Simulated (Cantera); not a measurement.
Feed: 1 mol n-butane, 28 mol H₂, 4 mol N₂, equilibrated at 1177 °C and 6.20 bar.

Method: chemical equilibrium by Gibbs-energy minimisation in Cantera with the NASA 1993 tables (ideal gas, pure condensed phases). Candidate condensed phases: C, C₆H₆, C₇H₈, C₈H₁₈; 92 gas species. Kinetics and transport are ignored.

Base state: H₂ 0.874, N₂ 0.110, CH₄ 0.0157, HCN 0.000227, NH₃ 0.000121, C₂H₄ 1.10e-5 (mole fractions); condensed: C(graphite).

Q: What changes in the equilibrium state with this change: temperature from 1177 °C to 1252 °C?

A: 
| species | before | after |
|---|---|---|
| H₂ | 0.874 | 0.879 |
| N₂ | 0.110 | 0.109 |
| CH₄ | 0.0157 | 0.0109 |
| C₂H₂ (acetylene) | 4.26e-6 | 1.06e-5 |
| HCN | 0.000227 | 0.000389 |
| NH₃ | 0.000121 | 9.71e-5 |
| C(graphite), mol | 3.42 | 3.58 |

Q: What changes in the equilibrium state with this change: temperature from 1177 °C to 1477 °C?

A: 
```tsv
species	before	after
H₂	0.874	0.886
N₂	0.110	0.108
CH₄	0.0157	0.00444
H	3.55e-6	8.79e-5
C₂H₂ (acetylene)	4.26e-6	0.000102
HNC	3.24e-6	4.99e-5
C(graphite), mol	3.42	3.77
```

Q: What changes in the equilibrium state with this change: temperature from 1177 °C to 2175 °C?

A: 
```json
[
 {"species": "H₂", "before": "0.874", "after": "0.866"},
 {"species": "N₂", "before": "0.110", "after": "0.0978"},
 {"species": "HCN", "before": "0.000227", "after": "0.0180"},
 {"species": "CH₄", "before": "0.0157", "after": "0.000761"},
 {"species": "C₄H₂", "before": "<1e-9", "after": "2.67e-5"},
 {"species": "H", "before": "3.55e-6", "after": "0.00744"},
 {"species": "C₂H₂ (acetylene)", "before": "4.26e-6", "after": "0.00749"},
 {"species": "HNC", "before": "3.24e-6", "after": "0.00199"},
 {"species": "CH₃", "before": "1.28e-6", "after": "0.000119"},
 {"species": "C(graphite), mol", "before": "3.42", "after": "2.66"}
]
```
